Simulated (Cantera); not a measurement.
What does this Cantera script print?

```python
import numpy as np
import cantera as ct

gas_names = """
    HCL H
""".split()
cond_names = """
    Ti(a) Ti(b) Ti(L) TiCL4(L)
""".split()


# ... load() reads the species with a 1 bar reference pressure and builds the phases ...
species = {s.name: s for s in load("nasa_gas.yaml", gas_names) + load("nasa_condensed.yaml", cond_names)}
# Each term lists the table entries of one substance; the one whose range holds T is used.
reactions = {
    'Ti + 4 HCl(g) = 4 H(g) + TiCl4':
        [(-1, ['Ti(a)', 'Ti(b)', 'Ti(L)']), (-4, ['HCL']), (4, ['H']), (1, ['TiCL4(L)'])],
}


def pick(names, T):
    return next(species[n] for n in names if species[n].thermo.min_temp <= T <= species[n].thermo.max_temp)


results = []
for label, terms in reactions.items():
    print(label)
    print("     T/K   dH/kJ  dS/(J/K)   dG/kJ   log10 K")
    for T in [300, 373, 398, 423, 448, 473, 498, 523]:
        used = [(nu, pick(names, T)) for nu, names in terms]
        dH = sum(nu * s.thermo.h(T) for nu, s in used) / 1e6
        dS = sum(nu * s.thermo.s(T) for nu, s in used) / 1e3
        dG = dH - T * dS / 1e3
        logK = -dG * 1e6 / (ct.gas_constant * T * np.log(10))
        results.append((label, T, dH, dS, dG, logK, [s.name for _, s in used]))
        print(f"{T:8g} {dH:8.1f} {dS:8.1f} {dG:8.1f} {logK:8.2f}")
```

Output:

```
Ti + 4 HCl(g) = 4 H(g) + TiCl4
     T/K   dH/kJ  dS/(J/K)   dG/kJ   log10 K
     300    437.2    -66.5    457.2   -79.60
     373    443.5    -47.7    461.3   -64.60
     398    445.7    -42.1    462.4   -60.69
     423    447.8    -36.9    463.4   -57.22
     448    450.0    -31.9    464.3   -54.13
     473    452.1    -27.3    465.0   -51.35
     498    454.2    -22.9    465.6   -48.84
     523    456.4    -18.7    466.2   -46.56
```

Source: NASA polynomial tables (part measured, part estimated), evaluated in Cantera. Condensed species are held in their standard states even where they would react or evaporate.
